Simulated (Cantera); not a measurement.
A closed system holds: 1 mol SiCl4, 0.69 mol NH3, 19 mol N2, held at 1050 K and 13.3 mbar.

Cantera equilibrium calculation (NASA polynomials, part measured and part estimated; ideal gas, pure solids and liquids). Candidate condensed phases: NH4Cl, Si, Si3N4; 28 gas species. The tables' values for SiCl3 are old estimates; treat these amounts as uncertain. The numbers say what is thermodynamically allowed, not how fast it happens.

Base state: N2 0.886, HCl 0.0776, SiCl4 0.0270, H2 0.00927, SiCl3 9.65e-5, SiHCl3 3.35e-5 (mole fractions); condensed: Si3N4(s).

Problem. What changes in the equilibrium state with this change: temperature from 1050 K to 1798.15 K?

Solution. 
| species | before | after |
|---|---|---|
| N2 | 0.886 | 0.865 |
| HCl | 0.0776 | 0.0829 |
| SiCl2 | 6.26e-6 | 0.0414 |
| SiCl4 | 0.0270 | 0.000340 |
| Cl | 5.16e-8 | 0.00284 |
| H | 6.76e-9 | 0.000209 |
| SiCl | <1e-9 | 2.58e-5 |
| Si3N4(s), mol | 0.139 | 0 |
The tables' values for SiCl3, SiCl are old estimates; treat these amounts as uncertain.
